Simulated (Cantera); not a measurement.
A closed system holds: 1 mol TiCl4, 17 mol H2O, at 1050 K and 1.33 mbar.

Method: chemical equilibrium by Gibbs-energy minimisation in Cantera with the NASA 1993 tables (ideal gas, pure condensed phases). Candidate condensed phases: H2O, Ti, TiCl2, TiCl3, TiCl4, TiO, TiO2, Ti2O3, Ti3O5, Ti4O7; 23 gas species. Condensed phases not in the tables: TiOCl. Equilibrium is a limit: real reactors are often held back by kinetics, nucleation or transport.

Base state: H2O 0.789, HCl 0.211, Cl 1.42e-5 (mole fractions); condensed: TiO2(rutile).

Question: What changes in the equilibrium state with this change: temperature from 1050 K to 2223.15 K?

Answer: 
```tsv
species	before	after
H2O	0.789	0.554
HCl	0.211	0.131
H2	9.08e-6	0.106
H	<1e-9	0.0572
O	<1e-9	0.0162
OH	1.86e-7	0.0432
O2	7.42e-7	0.0356
Cl	1.42e-5	0.0514
TiO2	<1e-9	0.00531
TiO	<1e-9	2.63e-5
TiO2(rutile), mol	1.00	0
TiO2(l), mol	0	0.883
```
